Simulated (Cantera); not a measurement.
## Transport properties of process gases

Gas mixture: H2O = 0.72 (molar parts), at 760 Torr, frozen composition.

Cantera's kinetic-theory transport with the Lennard-Jones parameters of GRI-Mech 3.0, ideal gas; thermal conductivity in the mixture-averaged form. Polar gases are described roughly by these parameters.

```tsv
T (K)	ρ (kg/m³)	cp (J/kg/K)	μ (µPa s)	λ (mW/m/K)	Pr	D (cm²/s) C2H2	D (cm²/s) H2O	D (cm²/s) CH4
400	0.549	1902	14.0	37.0	0.718	0.302	0.000	0.398
500	0.439	1955	17.7	48.2	0.718	0.466	0.000	0.612
600	0.366	2016	21.5	60.4	0.718	0.658	0.000	0.862
700	0.314	2082	25.2	73.4	0.716	0.876	0.000	1.14
800	0.274	2150	29.0	87.3	0.714	1.12	0.000	1.46
900	0.244	2220	32.6	102	0.712	1.38	0.000	1.80
1000	0.220	2292	36.2	117	0.712	1.67	0.000	2.17
```
D: mixture-averaged diffusion coefficient of that species in the mixture.
